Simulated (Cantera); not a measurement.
Cantera with NASA thermochemical tables; ideal gases at 1 bar, condensed phases pure. Values are per mole of reaction as written; species without (g) are pure solids or liquids, kept so even where they would boil at 1 bar.

2 NH3(g) + 2 V2O5 ⇌ 2 NO(g) + 3 H2(g) + 4 VO2(g)

| T (K) | ΔH° (kJ) | ΔS° (J/K) | ΔG° (kJ) | log10 K | condensed phases |
|---|---|---|---|---|---|
| 300 | ? | ? | ? | ? | V2O5(s) |
| 2100 | ? | ? | ? | ? | V2O5(l) |
| 2200 | 2127.1 | 925.9 | 90.1 | -2.14 | V2O5(l) |
| 2300 | 2115.1 | 920.6 | -2.2 | 0.05 | V2O5(l) |
| 2400 | 2103.0 | 915.4 | -94.0 | 2.05 | V2O5(l) |
| 2500 | 2090.9 | 910.5 | -185.3 | 3.87 | V2O5(l) |
| 2600 | ? | ? | ? | ? | V2O5(l) |
| 2700 | 2066.7 | 901.2 | -366.4 | 7.09 | V2O5(l) |

Fill in the missing entries.


- 300, ΔH° (kJ): 2445.1
- 300, ΔS° (J/K): 1227.9
- 300, ΔG° (kJ): 2076.7
- 300, log10 K: -361.58
- 2100, ΔH° (kJ): 2139.1
- 2100, ΔS° (J/K): 931.5
- 2100, ΔG° (kJ): 183.0
- 2100, log10 K: -4.55
- 2600, ΔH° (kJ): 2078.8
- 2600, ΔS° (J/K): 905.7
- 2600, ΔG° (kJ): -276.1
- 2600, log10 K: 5.55
